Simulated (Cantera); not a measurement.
A closed system holds: 1 mol Cu2O, 5.2 mol CH4, 0.013 mol CO, equilibrated at 873.15 K and 2.10 bar.

These are equilibrium values from Cantera (NASA tables, ideal gas, pure condensed phases), not measurements of a reactor. Candidate condensed phases: C, C6H6, C7H8, C8H18, Cu, CuO, Cu(OH)2, Cu2O, H2O; 113 gas species. Equilibrium is a limit: real reactors are often held back by kinetics, nucleation or transport.

Base state: H2 0.573, CH4 0.309, H2O 0.0917, CO 0.0180, CO2 0.00766 (mole fractions); condensed: C(graphite) + Cu(s).

Problem. What changes in the equilibrium state with this change: pressure from 2.10 bar to 0.133 bar?

Solution. 
| species | before | after |
|---|---|---|
| H2 | 0.573 | 0.865 |
| CO | 0.0180 | 0.0575 |
| CH4 | 0.309 | 0.0446 |
| H2O | 0.0917 | 0.0281 |
| CO2 | 0.00766 | 0.00499 |
| C(graphite), mol | 2.50 | 4.08 |
| Cu(s), mol | 2.00 | 2.00 |

Problem. What changes in the equilibrium state with this change: 0.021 mol NH3 added?

Solution. 
```
species            before    after
----------------  -------  -------
H2                  0.573    0.573
CH4                 0.309    0.309
H2O                0.0917   0.0914
N2                      0  0.00127
CO                 0.0180   0.0179
NH3                     0  4.91e-5
CO2               0.00766  0.00761
C(graphite), mol     2.50     2.49
Cu(s), mol           2.00     2.00
```
